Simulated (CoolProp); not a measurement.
Methanol along the isobar 3.18 MPa: fugacity coefficient from the reference equation and from simpler models built on Tc = 240.2 °C, pc = 8.216 MPa, ω = 0.565; each cubic takes its own stable root.

The numbers come from the reference Helmholtz-energy equation of state, de Reuck 1993 in CoolProp.

```
T (°C)   phase  reference  Redlich-Kwong  Soave-Redlich-Kwong  Peng-Robinson
------  ------  ---------  -------------  -------------------  -------------
4.15    liquid          …        0.01705             0.001309       0.001460
12.55   liquid   0.002827        0.02427             0.002265       0.002486
20.95   liquid   0.004481        0.03366             0.003770       0.004078
29.35   liquid   0.006900        0.04557             0.006056       0.006467
37.85   liquid    0.01039        0.06058             0.009465       0.009992
46.25   liquid    0.01520        0.07869              0.01428        0.01492
54.65   liquid    0.02173         0.1004              0.02098        0.02172
63.15   liquid    0.03053         0.1263                    …              …
71.55   liquid    0.04190         0.1561                    …              …
79.95   liquid    0.05646         0.1904              0.05780        0.05853
```

Fill in the missing entries.


- 4.15, reference: 0.001727
- 63.15, Soave-Redlich-Kwong: 0.03017
- 63.15, Peng-Robinson: 0.03097
- 71.55, Soave-Redlich-Kwong: 0.04221
- 71.55, Peng-Robinson: 0.04302
